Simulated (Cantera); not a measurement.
Source: NASA polynomial tables (part measured, part estimated), evaluated in Cantera. Values are per mole of reaction as written; species without (g) are pure solids or liquids, kept so even where they would boil at 1 bar.

0.6667 Cr + O2(g) ⇌ 0.6667 CrO3(g), with ΔH° = -195.3 kJ and ΔS° = -43.5 J/K at 300 K.

Problem. How far is the shortcut ΔG° ≈ ΔH°(300 K) − T·ΔS°(300 K) from the full temperature-dependent value at 1900, 2000, 2100, 2200, 2300, 2400 K?

Solution. 
```csv
T (K),shortcut (kJ),full (kJ),difference (kJ),difference in log10 K,condensed phases
1900,-112.7,-104.7,-7.9,0.22,Cr(s)
2000,-108.3,-99.3,-9.0,0.23,Cr(s)
2100,-104.0,-93.9,-10.1,0.25,Cr(s)
2200,-99.6,-87.9,-11.7,0.28,Cr(l)
2300,-95.3,-81.7,-13.6,0.31,Cr(l)
2400,-90.9,-75.4,-15.5,0.34,Cr(l)
```
The shortcut ignores heat capacities and the phase changes listed.
